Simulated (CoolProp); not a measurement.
Vapour-liquid equilibrium of cyclopentane (1) + octamethylcyclotetrasiloxane (D4) (2) at 63.6 kPa; x and y are mole fractions of (1).

The numbers come from the multi-fluid Helmholtz-energy mixture model, Gedanitz 2015 and Thol 2015; pair parameters Bell 2016 in CoolProp.

**Question.** Give the bubble temperature and the first vapour's composition at x = 0.35, 0.8, 0.95. Is there an azeotrope?

**Answer.** x = 0.35: 75.7 °C, y = 0.969; x = 0.8: 43.1 °C, y = 0.999; x = 0.95: 37.3 °C, y = 1.000. No azeotrope shows between x = 0.05 and 0.95.

Pair parameters are fitted to limited data, so mixtures are less certain than the pure fluids.
